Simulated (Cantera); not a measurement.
What does this Cantera script print?

```python
import numpy as np
import cantera as ct

gas_names = """
    OH H2 H2O
""".split()
cond_names = """
    CuO2H2(s) Cu2O(s) Cu2O(L) Cu(cr) Cu(L)
""".split()


# ... load() reads the species with a 1 bar reference pressure and builds the phases ...
species = {s.name: s for s in load("nasa_gas.yaml", gas_names) + load("nasa_condensed.yaml", cond_names)}
# Each term lists the table entries of one substance; the one whose range holds T is used.
reactions = {
    '4 Cu(OH)2 = 6 OH(g) + 2 Cu2O + H2(g)':
        [(-4, ['CuO2H2(s)']), (6, ['OH']), (2, ['Cu2O(s)', 'Cu2O(L)']), (1, ['H2'])],
    'H2(g) + Cu(OH)2 = Cu + 2 H2O(g)':
        [(-1, ['H2']), (-1, ['CuO2H2(s)']), (1, ['Cu(cr)', 'Cu(L)']), (2, ['H2O'])],
}


def pick(names, T):
    return next(species[n] for n in names if species[n].thermo.min_temp <= T <= species[n].thermo.max_temp)


results = []
for label, terms in reactions.items():
    print(label)
    print("     T/K   dH/kJ  dS/(J/K)   dG/kJ   log10 K")
    for T in [548, 648, 748, 848, 948, 1048, 1148, 1248, 1348, 1448]:
        used = [(nu, pick(names, T)) for nu, names in terms]
        dH = sum(nu * s.thermo.h(T) for nu, s in used) / 1e6
        dS = sum(nu * s.thermo.s(T) for nu, s in used) / 1e3
        dG = dH - T * dS / 1e3
        logK = -dG * 1e6 / (ct.gas_constant * T * np.log(10))
        results.append((label, T, dH, dS, dG, logK, [s.name for _, s in used]))
        print(f"{T:8g} {dH:8.1f} {dS:8.1f} {dG:8.1f} {logK:8.2f}")
```

It prints:

```
4 Cu(OH)2 = 6 OH(g) + 2 Cu2O + H2(g)
     T/K   dH/kJ  dS/(J/K)   dG/kJ   log10 K
     548   1681.5    949.3   1161.2  -110.69
     648   1673.6    936.2   1067.0   -86.00
     748   1664.7    923.4    974.0   -68.01
     848   1654.9    911.2    882.3   -54.34
     948   1644.8    899.8    791.7   -43.62
    1048   1634.6    889.6    702.3   -35.00
    1148   1624.8    880.7    613.8   -27.93
    1248   1615.5    872.9    526.1   -22.02
    1348   1607.0    866.4    439.1   -17.02
    1448   1599.4    860.9    352.8   -12.73
H2(g) + Cu(OH)2 = Cu + 2 H2O(g)
     T/K   dH/kJ  dS/(J/K)   dG/kJ   log10 K
     548    -42.1    150.5   -124.5    11.87
     648    -45.9    144.1   -139.3    11.23
     748    -49.8    138.4   -153.4    10.71
     848    -53.8    133.4   -167.0    10.28
     948    -57.8    129.0   -180.1     9.92
    1048    -61.7    125.1   -192.8     9.61
    1148    -65.4    121.7   -205.1     9.33
    1248    -68.8    118.9   -217.1     9.09
    1348    -71.9    116.5   -228.9     8.87
    1448    -61.6    124.1   -241.3     8.71
```

Cantera with NASA thermochemical tables; ideal gases at 1 bar, condensed phases pure. Condensed species are held in their standard states even where they would react or evaporate.
